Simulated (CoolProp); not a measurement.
A single-stage vapour-compression cycle with R365MFC: evaporating at 308.15 K (dew point), condensing at 357.15 K (bubble point), superheat 10 K, subcooling 5 K, compressor efficiency 0.7, no pressure losses. Each further row changes one setting.

Computed with CoolProp (reference Helmholtz-energy equation of state, Lemmon 2016).

| case | cooling COP | pressure ratio | discharge temperature (K) | refrigerating effect (kJ/kg) | volumetric capacity (kJ/m³) |
|---|---|---|---|---|---|
| as stated | (withheld) | 4.68 | 360.2 | 137 | 667 |
| evaporating temperature 313.15 K | (withheld) | 3.89 | 360.5 | 142 | (withheld) |
| condensing temperature 352.15 K | (withheld) | 4.09 | 356.3 | 145 | 704 |
| subcooling 10 K | 3.79 | 4.68 | 360.2 | 145 | 703 |
| superheat 20 K | 3.71 | 4.68 | 370.3 | (withheld) | (withheld) |
| compressor efficiency 0.6 | (withheld) | 4.68 | (withheld) | 137 | 667 |

### Question
Some entries are withheld; supply them.

### Answer

- as stated, cooling COP: 3.59
- evaporating temperature 313.15 K, cooling COP: 4.19
- evaporating temperature 313.15 K, volumetric capacity (kJ/m³): 821
- condensing temperature 352.15 K, cooling COP: 4.14
- superheat 20 K, refrigerating effect (kJ/kg): 148
- superheat 20 K, volumetric capacity (kJ/m³): 693
- compressor efficiency 0.6, cooling COP: 3.08
- compressor efficiency 0.6, discharge temperature (K): 365.5
